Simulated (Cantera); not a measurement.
A Cantera script and its output.

```python
import numpy as np
import cantera as ct

gas = ct.Solution("gri30.yaml", transport_model="mixture-averaged")
show = ['H', 'NH3', 'CH3']

rows = []
print(f"{'T/K':>7s}{'rho':>11s}{'cp':>10s}{'mu':>11s}{'lambda':>11s}{'Pr':>7s}" + "".join(f"{'D_' + s:>11s}" for s in show))
for T in [400, 650, 900, 1150, 1400, 1650, 1900]:
    gas.TPX = T, 2666, {'O2': 0.75}
    Pr = gas.cp_mass * gas.viscosity / gas.thermal_conductivity
    D = [gas.mix_diff_coeffs_mole[gas.species_index(s)] for s in show]
    rows.append([gas.density, gas.cp_mass, gas.viscosity, gas.thermal_conductivity, Pr, *D])
    print(f"{T:7g}{gas.density:11.4e}{gas.cp_mass:10.1f}{gas.viscosity:11.4e}"
          f"{gas.thermal_conductivity:11.4e}{Pr:7.3f}" + "".join(f"{d:11.4e}" for d in D))
print("SI units: kg/m3, J/kg/K, Pa s, W/m/K, m2/s")
```

It prints:

```
    T/K        rho        cp         mu     lambda     Pr        D_H      D_NH3      D_CH3
    400 2.5650e-02     941.4 2.5629e-05 3.3852e-02  0.713 8.0747e-03 1.4646e-03 1.4386e-03
    650 1.5785e-02    1017.4 3.5981e-05 5.1624e-02  0.709 1.8681e-02 3.5642e-03 3.3277e-03
    900 1.1400e-02    1073.7 4.4705e-05 6.7643e-02  0.710 3.2387e-02 6.3217e-03 5.7687e-03
   1150 8.9218e-03    1108.6 5.2496e-05 8.2174e-02  0.708 4.8831e-02 9.6459e-03 8.6974e-03
   1400 7.3286e-03    1134.2 5.9661e-05 9.5657e-02  0.707 6.7782e-02 1.3480e-02 1.2073e-02
   1650 6.2182e-03    1155.4 6.6364e-05 1.0843e-01  0.707 8.9071e-02 1.7787e-02 1.5864e-02
   1900 5.4000e-03    1174.1 7.2707e-05 1.2073e-01  0.707 1.1257e-01 2.2539e-02 2.0050e-02
SI units: kg/m3, J/kg/K, Pa s, W/m/K, m2/s
```

Detailed kinetics in Cantera: GRI-Mech 3.0 (53 species, 325 reactions).
